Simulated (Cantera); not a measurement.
A freely propagating, adiabatic, planar premixed flame of CH4 : O2 : N2 = 1 : 2 : 7.52 (molar parts), equivalence ratio 1.0, unburnt at 473 K and 713 Torr; mixture-averaged transport, grid criteria slope 0.08 and curve 0.16, no radiation.

Computed with Cantera and GRI-Mech 3.0 (53 species, 325 reactions). Burning velocities carry a grid error of a few per cent, more on coarse grids.

How do the results move with these cheaper or finer settings: unity-Lewis-number transport; multicomponent transport; multicomponent+Soret transport; grid criteria slope 0.5, curve 1; grid criteria slope 0.25, curve 0.5; grid criteria slope 0.03, curve 0.06?


```
setting                               laminar burning velocity  thermal thickness  peak x(HO2)  peak x(CH2CO)  grid points
------------------------------------  ------------------------  -----------------  -----------  -------------  -----------
as above                                             84.6 cm/s           0.385 mm     0.000171       0.000119          155
unity-Lewis-number transport                         61.7 cm/s           0.443 mm     0.000116        7.85e-5          135
multicomponent transport                             84.8 cm/s           0.391 mm     0.000171       0.000121          155
multicomponent+Soret transport                       83.6 cm/s           0.391 mm     0.000172       0.000117          156
grid criteria slope 0.5, curve 1                     90.5 cm/s           0.426 mm     0.000169       0.000119           44
grid criteria slope 0.25, curve 0.5                  87.7 cm/s           0.399 mm     0.000171       0.000118           62
grid criteria slope 0.03, curve 0.06                 83.2 cm/s           0.383 mm     0.000171       0.000119          372
```
The base run took very roughly 19 core-seconds.
Unity Lewis numbers drop preferential diffusion, which matters most where H2 and H carry the flame; Soret adds thermal diffusion.
